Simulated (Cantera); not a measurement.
Feed: 1 mol SiC, 1.6 mol H2O, 750 mol H2, 0.021 mol CO2, at 720 Pa.

Method: chemical equilibrium by Gibbs-energy minimisation in Cantera with the NASA 1993 tables (ideal gas, pure condensed phases). Candidate condensed phases: C, C6H6, C7H8, C8H18, H2O, Si, SiC, SiO2; 123 gas species. Mutual solubility and eutectic melting of coexisting phases are not modelled. The tables hold silica as quartz up to 1696 K and as liquid above; real silica turns to tridymite and cristobalite and melts near 1996 K. Gases not in the tables: Si2H6 and higher silanes. Equilibrium is a limit: real reactors are often held back by kinetics, nucleation or transport.

Q: What share of the Si ends up in condensed phases as a function of T (K), at 973, 1073, 1173, 1273, 1373, 1473, 1573, 1673, 1773, 1873, 1973, 2073, 2173, 2273?

A: 
```
T (K)  Si condensed (%)                       as
-----  ----------------  -----------------------
973               100.0  SiC(s) + SiO2(β-quartz)
1073              100.0  SiC(s) + SiO2(β-quartz)
1173               99.8  SiC(s) + SiO2(β-quartz)
1273               92.2  SiC(s) + SiO2(β-quartz)
1373               18.9                   SiC(s)
1473               18.9                   SiC(s)
1573               18.8                   SiC(s)
1673               18.3                   SiC(s)
1773               15.1                   SiC(s)
1873                1.2                   SiC(s)
1973                0.0                        -
2073                0.0                        -
2173                0.0                        -
2273                0.0                        -
```
